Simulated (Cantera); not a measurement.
# Gas-phase reforming

An isothermal, constant-pressure homogeneous reactor starts with 28.6 % CH₄, 71.4 % CO₂, at 1625 K and 3750 Torr.

Cantera simulation using GRI-Mech 3.0 (53 species, 325 reactions); the numbers are that mechanism's predictions, not measurements.

```tsv
t (s)	x CH₄	x CO₂	x H₂O	x CO	x H₂	x CH₂
0.000500	0.278	0.712	0.000301	0.000379	0.00547	1.97e-8
0.00101	0.268	0.708	0.00112	0.00136	0.0141	2.32e-8
0.00203	0.249	0.695	0.00416	0.00475	0.0317	2.01e-8
0.00408	0.220	0.668	0.0136	0.0148	0.0573	1.64e-8
0.00822	0.179	0.619	0.0384	0.0408	0.0813	1.56e-8
0.0165	0.129	0.536	0.0902	0.0955	0.0897	1.88e-8
0.0333	0.0750	0.423	0.165	0.180	0.0793	2.78e-8
0.0671	0.0361	0.325	0.218	0.262	0.0752	3.46e-8
0.135	0.0226	0.268	0.221	0.325	0.0924	2.59e-8
0.272	0.0197	0.223	0.206	0.384	0.118	1.45e-8
0.548	0.0170	0.184	0.187	0.438	0.146	7.03e-9
1.10	0.0128	0.153	0.171	0.479	0.173	3.00e-9
2.22	0.00739	0.133	0.159	0.503	0.194	1.06e-9
4.47	0.00272	0.124	0.154	0.513	0.206	2.75e-10
9.00	0.000460	0.121	0.153	0.516	0.210	3.99e-11
```
x: mole fraction; the columns are a selection and need not sum to one.

Equilibrium at this temperature and pressure: CH₄ 8.56e-7, CO₂ 0.120, H₂O 0.153, CO 0.516, H₂ 0.211, CH₂ <1e-12 (gas phase only).
